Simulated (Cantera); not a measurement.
Input: 1 mol TiO2, 280 mol H2, 0.84 mol H2O, at 1998.15 K.

These are equilibrium values from Cantera (NASA tables, ideal gas, pure condensed phases), not measurements of a reactor. Candidate condensed phases: H2O, Ti, TiO, TiO2, Ti2O3, Ti3O5, Ti4O7; 12 gas species. The numbers say what is thermodynamically allowed, not how fast it happens.

x: gas mole fraction; n: condensed amount in mol.

```csv
P (Pa),x H2,x H,x H2O,x TiO,n Ti3O5(s)
10,0.846,0.148,0.00458,0.00149,0.120
52,0.928,0.0678,0.00418,0.000324,0.291
270,0.965,?,0.00414,?,0.325
1400,0.982,0.0135,0.00415,1.26e-5,0.332
7200,0.990,?,0.00416,?,0.333
37000,0.993,0.00263,0.00417,4.78e-7,0.333
190000,0.995,0.00116,0.00418,9.31e-8,0.333
1000000,0.995,0.000507,0.00418,1.77e-8,0.333
```

Task: What belongs in the gaps?

Result: 
- 270, x H: 0.0304
- 270, x TiO: 6.46e-5
- 7200, x H: 0.00595
- 7200, x TiO: 2.45e-6
